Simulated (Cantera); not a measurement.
Cantera run:

```python
import numpy as np
import cantera as ct

gas_names = """
    CL CL2 H HCL H2 Si SiCL SiCL2 SiCL3 SiCL4 SiH SiHCL3 SiH2 SiH2CL2 SiH3 SiH3CL SiH4 Si2 Si3
""".split()
cond_names = """
    Si(cr) Si(L)
""".split()


# ... load() reads the species with a 1 bar reference pressure and builds the phases ...
atoms = {
    'SiH2Cl2': {'Si': 1, 'H': 2, 'CL': 2},
    'Cl2': {'CL': 2},
    'H2': {'H': 2},
    'HCl': {'H': 1, 'CL': 1},
}
top_T = {}  # K; cautious upper limits of use, not melting points


# ... equilibrate(T, P, feed) seeds the gas with the atoms and calls Mixture.equilibrate('TP', solver="vcs", rtol=1e-11, max_steps=5000) ...
results = []
feed = {'SiH2Cl2': 1, 'Cl2': 0.98, 'H2': 96, 'HCl': 0.25}  # mol
P = 490  # Pa
for T in [1075, 1175, 1275, 1375, 1475, 1575, 1675]:
    mix = equilibrate(T, P, feed)
    results.append((T, P, feed, dict(zip(mix.species_names, mix.species_moles))))

top = {s: max(r[3][s] / sum(r[3][g] for g in gas_names) for r in results) for s in gas_names}
cols = sorted((s for s in top if top[s] > 1e-05), key=lambda s: -top[s])[:9]
seen = [c for c in cond_names if any(r[3].get(c, 0) > 1e-12 for r in results)]
print("log10 of partial pressures in bar; condensed amounts in mol")
print(f"{'T/K':>10s}" + "".join(f"{s[:9]:>10s}" for s in cols + seen))
for T, P, feed, n in results:
    ng = sum(n[g] for g in gas_names)
    print(f"{T:10.4g}" + "".join(f"{np.log10(max(n[s] / ng * P / 1e5, 1e-99)):10.3f}" for s in cols)
          + "".join(f"{n.get(c, 0):10.4g}" for c in seen))
```

Result:

```
log10 of partial pressures in bar; condensed amounts in mol
       T/K        H2       HCL     SiCL2     SiCL4         H    SiHCL3     SiCL3        Si        CL    Si(cr)
      1075    -2.325    -3.846    -5.076    -5.091    -8.996    -5.475    -5.683   -14.120   -10.561    0.5539
      1175    -2.327    -3.771    -4.857    -5.947    -8.075    -6.130    -5.897   -12.271    -9.578    0.6537
      1275    -2.327    -3.763    -4.786    -6.890    -7.296    -6.848    -6.245   -10.715    -8.803     0.651
      1375    -2.327    -3.767    -4.747    -7.734    -6.629    -7.489    -6.571    -9.387    -8.150    0.6306
      1475    -2.327    -3.772    -4.719    -8.468    -6.051    -8.048    -6.859    -8.240    -7.587    0.6091
      1575    -2.327    -3.777    -4.696    -9.111    -5.545    -8.536    -7.112    -7.241    -7.095    0.5878
      1675    -2.327    -3.782    -4.679    -9.677    -5.099    -8.966    -7.337    -6.363    -6.661    0.5595
```

Method: chemical equilibrium by Gibbs-energy minimisation in Cantera with the NASA 1993 tables (ideal gas, pure condensed phases). The tables' values for SiCl3, SiCl are old estimates; treat these amounts as uncertain. Gases not in the tables: Si2H6 and higher silanes.
